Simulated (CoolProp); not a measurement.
Vapour-liquid equilibrium of n-octane (1) + ethylbenzene (2) at 0.67 MPa; x and y are mole fractions of (1).

Model: multi-fluid Helmholtz-energy mixture model, Beckmüller 2019 and Zhou 2012; pair parameters Bell 2016, in CoolProp.

```tsv
x	bubble temperature (°C)	y at the bubble point	dew temperature at overall composition x (°C)	liquid density (mol/L)
0.05	222.8	0.067	[?]	6.136
0.2	[?]	0.246	220.3	5.828
0.35	[?]	0.403	217.7	[?]
0.5	[?]	[?]	215.4	[?]
0.65	213.1	0.683	213.4	5.031
0.8	211.8	0.817	211.9	4.804
0.95	210.9	0.953	210.9	[?]
```

Question: Some entries are withheld; supply them.

Answer: 
- 0.05, dew temperature at overall composition x (°C): 223.1
- 0.2, bubble temperature (°C): 219.5
- 0.35, bubble temperature (°C): 216.8
- 0.35, liquid density (mol/L): 5.542
- 0.5, bubble temperature (°C): 214.7
- 0.5, y at the bubble point: 0.546
- 0.5, liquid density (mol/L): 5.277
- 0.95, liquid density (mol/L): 4.593

No azeotrope shows between x = 0.05 and 0.95.

Pair parameters are fitted to limited data, so mixtures are less certain than the pure fluids.
